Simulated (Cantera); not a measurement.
Input: 1 mol CH₃SiCl₃, 0.095 mol C₃H₈, 110 mol H₂, at 0.00730 bar.

Points: T (K) = 1200, 1300, 1400, 1500, 1600, 1700, 1800, 1900, 2000, 2100, 2200, 2300, 2400, 2500.

Cantera's Mixture.equilibrate('TP', solver="vcs", rtol=1e-11, max_steps=5000) on the NASA tables stopped like this:

```
ERROR: FAILURE its = 5001!

*******************************************************************************
CanteraError thrown by MultiPhase::equilibrate:
VCS solver failed. Return code: -1
*******************************************************************************
```

**Question.** What got this run through?

**Answer.** This is not unique; one that fits is The failure is numerical, not chemical. The same input converged with solver="gibbs", rtol=1e-10, max_steps=50000, and the result passed a check of the equilibrium conditions:
```
log10 of partial pressures in bar; condensed amounts in mol
       T/K        H2         H       HCL        Si        CL C2H2,acet      SiC2      Si2C     C(gr)    SiC(b)
      1200    -2.148    -7.779    -3.714   -14.631    -9.407    -9.137   -18.794   -18.747     0.273    0.9996
      1300    -2.148    -7.030    -3.714   -12.892    -8.670    -8.388   -16.512   -16.505    0.2794    0.9993
      1400    -2.148    -6.387    -3.714   -11.404    -8.038    -7.747   -14.561   -14.589    0.2822    0.9988
      1500    -2.148    -5.829    -3.715   -10.115    -7.489    -7.193   -12.873   -12.932    0.2829    0.9981
      1600    -2.149    -5.339    -3.715    -8.989    -7.008    -6.709   -11.399   -11.488    0.2806     0.997
      1700    -2.149    -4.906    -3.716    -7.997    -6.583    -6.283   -10.103   -10.217    0.2725    0.9954
      1800    -2.150    -4.521    -3.718    -7.116    -6.205    -5.906    -8.953    -9.090    0.2533    0.9923
      1900    -2.153    -4.177    -3.722    -6.329    -5.868    -5.571    -7.926    -8.086    0.2174    0.9826
      2000    -2.157    -3.867    -3.728    -5.622    -5.566    -5.272    -7.005    -7.184     0.169    0.9433
      2100    -2.165    -3.589    -3.739    -4.983    -5.296    -5.006    -6.174    -6.371    0.1609    0.7822
      2200    -2.181    -3.340    -3.759    -4.403    -5.056    -4.772    -5.420    -5.634     0.412    0.1635
      2300    -2.203    -3.116    -3.782    -4.318    -4.838    -4.567    -5.178    -5.852    0.1353         0
      2400    -2.235    -2.916    -3.819    -4.314    -4.646    -4.526    -5.165    -6.268         0         0
      2500    -2.281    -2.740    -3.873    -4.321    -4.483    -4.548    -5.209    -6.694         0         0
```

The gas is ideal and each condensed phase is pure. The feed counts by its element totals alone. The tables' values for SiCl are old estimates; treat these amounts as uncertain. Gases not in the tables: Si2H6 and higher silanes.
